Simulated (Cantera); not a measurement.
A diamond (100) surface in a fixed gas of H2 with x(CH4) = 0.007, x(H) = 0.0088, x(CH3) = 0.0012, 0.0270 bar; coverages are run to steady state.

Computed with Cantera and the Harris–Goodwin 1993 mechanism for the reconstructed diamond (100) surface.

One state of this run: growth (µm/h) = 17.5; θ c6HH = 0.487; θ c6H* = 0.0264; θ c6*H = 0.418; θ c6** = 0.0168; θ c6HM = 0.0337. θ: site fractions in the mechanism's names (c6HH fully hydrogenated, c6H* and c6*H radical sites, c6** diradical, c6HM methylated).

Q: Which value of T (K) does it belong to?
(A) 950
(B) 1100
(C) 1025
(D) 1325

A: B, 1100
